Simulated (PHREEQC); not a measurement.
Consider water at 25 °C with 0.25 mol HI per kg of water. It is in equilibrium with CO2 at log p = -2 (atm). Otherwise closed; pH follows from the charge balance.

All values are PHREEQC results (ion-association model, wateq4f.dat), not measurements.

The pH comes out as 0.70 and the ionic strength comes out as 0.250 mol/kgw. The activity of water comes out as 0.991 and the total alkalinity comes out as -250 meq/kg.

```json
[
 {"species": "H+", "molality": "0.250", "activity": "0.197", "log γ": "-0.103"},
 {"species": "I-", "molality": "0.250", "activity": "0.185", "log γ": "-0.132"},
 {"species": "CO2", "molality": "0.000321", "activity": "0.000340", "log γ": "0.025"},
 {"species": "HCO3-", "molality": "1.04e-9", "activity": "7.61e-10", "log γ": "-0.135"}
]
```

This is a speciation only: nothing precipitates in the calculation.
